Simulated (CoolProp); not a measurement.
Cyclopropane along the isobar 28000 kPa: density (kg/m³) from the reference equation and from simpler models built on Tc = 125.5 °C, pc = 5605 kPa, ω = 0.131; each cubic takes its own stable root.

Computed with CoolProp (reference Helmholtz-energy equation of state, Polt 1992). This equation is an older, rougher fit; its heat capacities, sound speeds and derivatives of the liquid may be far off and weren't checked against measurements.

| T (°C) | phase | reference | Redlich-Kwong | Peng-Robinson |
|---|---|---|---|---|
| 104.95 | liquid | 566.7 | 528.0 | 592.2 |
| 114.45 | liquid | 554.2 | 516.6 | 577.6 |
| 123.95 | liquid | 541.5 | 505.0 | 562.7 |
| 133.45 | supercritical | 528.6 | 493.3 | 547.5 |
| 142.95 | supercritical | 515.5 | 481.6 | 532.1 |
| 152.35 | supercritical | 502.4 | 469.9 | 516.7 |
| 161.85 | supercritical | 489.0 | 458.1 | 500.9 |
| 171.35 | supercritical | 475.4 | 446.3 | 485.2 |
| 180.85 | supercritical | 461.8 | 434.5 | 469.4 |
| 190.35 | supercritical | 448.1 | 422.8 | 453.8 |
| 199.85 | supercritical | 434.5 | 411.2 | 438.3 |
